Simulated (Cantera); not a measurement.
Feed: 1 mol Si, a varied amount of HCl, 5.5 mol H2, 1.4 mol Cl2, at 923 K and 5.70 bar.

Method: chemical equilibrium by Gibbs-energy minimisation in Cantera with the NASA 1993 tables (ideal gas, pure condensed phases). Candidate condensed phases: Si; 19 gas species. Equilibrium is a limit: real reactors are often held back by kinetics, nucleation or transport.

Q: Which condensed phases are stable at each of these points (n(HCl) (mol)): 0.63, 1.1, 1.6, 2, 2.5, 3, 3.5, 3.9, 4.4, 4.9, 5.4?

A: 
| n(HCl) (mol) | condensed phases | Si condensed (%) |
|---|---|---|
| 0.63 | Si(s) | 1.4 |
| 1.1 | gas only | 0.0 |
| 1.6 | gas only | 0.0 |
| 2 | gas only | 0.0 |
| 2.5 | gas only | 0.0 |
| 3 | gas only | 0.0 |
| 3.5 | gas only | 0.0 |
| 3.9 | gas only | 0.0 |
| 4.4 | gas only | 0.0 |
| 4.9 | gas only | 0.0 |
| 5.4 | gas only | 0.0 |

At 0.63 mol HCl the condensed part is Si(s). From 1.1 mol HCl to 5.4 mol HCl nothing is condensed.
